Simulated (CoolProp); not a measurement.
Model: reference Helmholtz-energy equation of state, Span 1996, in CoolProp.

Problem. Give the vapour pressure (bar), enthalpy of vaporisation (kJ/kg), vapour Z of saturated carbon dioxide at 234.5, 285.3, 296.7 K.

Solution. 
```csv
T (K),p (bar),enthalpy of vaporisation (kJ/kg),vapour Z
234.5,10.6,320,0.869
285.3,47.5,189,0.606
296.7,62.2,130,0.491
```
